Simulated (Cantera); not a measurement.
Charge: 1 mol Ca(OH)2, 3.7 mol CO2, 0.17 mol H2, equilibrated at 675 °C and 33.0 Pa.

Method: chemical equilibrium by Gibbs-energy minimisation in Cantera with the NASA 1993 tables (ideal gas, pure condensed phases). Candidate condensed phases: C, C6H6, C7H8, C8H18, Ca, CaCO3, CaO, Ca(OH)2, H2O; 115 gas species. Equilibrium is a limit: real reactors are often held back by kinetics, nucleation or transport.

Base state: CO2 0.737, H2O 0.228, CO 0.0224, H2 0.0125 (mole fractions); condensed: CaO(s).

Problem. What changes in the equilibrium state with this change: temperature from 675 °C to 502 °C?

Solution. 
```csv
species,before,after
CO2,0.737,0.683
H2O,0.228,0.273
H2,0.0125,0.0294
CO,0.0224,0.0146
"CaO(s), mol",1.00,0
"CaCO3(calcite), mol",0,1.00
```

Problem. What changes in the equilibrium state with this change: H2 from 0.17 to 0.046 mol?

Solution. 
```json
[
 {"species": "CO2", "before": "0.737", "after": "0.773"},
 {"species": "H2O", "before": "0.228", "after": "0.217"},
 {"species": "CO", "before": "0.0224", "after": "0.00643"},
 {"species": "H2", "before": "0.0125", "after": "0.00326"},
 {"species": "CaO(s), mol", "before": "1.00", "after": "1.00"}
]
```

Problem. What changes in the equilibrium state with this change: temperature from 675 °C to 1552 °C?

Solution. 
```
species       before    after
-----------  -------  -------
CO2            0.737    0.671
H2O            0.228    0.225
CO            0.0224   0.0700
O2             <1e-9   0.0196
H2            0.0125  0.00599
OH             <1e-9  0.00493
O              <1e-9  0.00119
H            3.24e-9  0.00188
CaO(s), mol     1.00    1.000
```
